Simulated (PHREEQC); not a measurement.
0.023 g of hydrous ferric oxide (600 m²/g; 0.2 weak and 0.005 strong sites per Fe, Dzombak-Morel constants, diffuse double layer) in 1 kg of water with 0.001 mol/kgw of an inert sodium salt and 9.7e-05 mmol/kgw ZnSO4, at 25 °C; the pH is set by adding NaOH or the inert anion's acid. O2 is buffered at 0.21 atm. No CO2 enters from the air. Nothing may precipitate in this run.

All values are PHREEQC results (ion-association model, wateq4f.dat), not measurements.

**Question.** Predict S sorbed (%), Zn sorbed (%), surface charge σ (C/m²) at pH = 5, 6.5, 7, 8.

**Answer.** 
| pH | S sorbed (%) | Zn sorbed (%) | surface charge σ (C/m²) |
|---|---|---|---|
| 5 | 99.2 | 0.1 | 0.050 |
| 6.5 | 22.8 | 42.7 | 0.011 |
| 7 | 3.2 | 87.1 | 0.006 |
| 8 | 0.0 | 99.8 | 0.000 |

The oxide is taken as insoluble; below pH 4 it would dissolve.
